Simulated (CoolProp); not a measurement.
Properties of trans-2-butene along the isotherm 251.85 °C (Tc = 155.5 °C, pc = 4019 kPa, ω = 0.210).

Values from CoolProp's reference Helmholtz-energy equation of state, Lemmon 2005. It is a short technical equation, of lower accuracy than the large ones.

```tsv
p (kPa)	phase	density (kg/m³)	Joule-Thomson coefficient (K/MPa)	isothermal compressibility (1/MPa)
31.8	gas	0.4093	4.983	31.49
53.6	gas	0.6906	4.988	18.70
90.5	gas	1.168	4.997	11.09
153	gas	1.980	5.011	6.580
258	gas	3.354	5.036	3.921
435	gas	5.701	5.077	2.344
734	gas	9.751	5.147	1.409
1240	gas	16.87	5.267	0.8547
2090	gas	29.67	5.467	0.5301
3530	gas	54.21	5.769	0.3408
5950	supercritical	106.0	5.897	0.2313
10000	supercritical	217.5	3.979	0.1234
```
